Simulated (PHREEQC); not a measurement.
Make-up at 15 °C: 0.2 mol CuCl2 per kg of water. Closed to the air; pH follows from the charge balance.

Equilibrium calculation in PHREEQC: ion-association model, phreeqc.dat.

Each row changes one thing in this solution. This is a speciation only: nothing precipitates in the calculation.

```
case                              pH  ionic strength (mol/kgw)  Cl- (mol/kgw)  Cu+2 (mol/kgw)  CuCl+ (mol/kgw)  CuCl2 (mol/kgw)
------------------------------  ----  ------------------------  -------------  --------------  ---------------  ---------------
as made                         4.25                     0.543          0.371           0.172           0.0258          0.00170
CuCl2 from 0.2 to 0.22 mol/kgw  4.24                     0.594          0.406           0.188           0.0300          0.00210
temperature from 15 to 70 °C    3.75                     0.361          0.276          0.0849            0.105          0.00930
temperature from 15 to 80 °C    3.70                     0.331          0.260          0.0706            0.118           0.0107
temperature from 15 to 10 °C    4.31                     0.554          0.377           0.178           0.0208          0.00131
temperature from 15 to 85 °C    3.67                     0.317          0.253          0.0642            0.124           0.0114
```

Species that the database lacks are ignored. Away from 25 °C the constants follow the database's enthalpies or fits; those with neither stay at their 25 °C values.
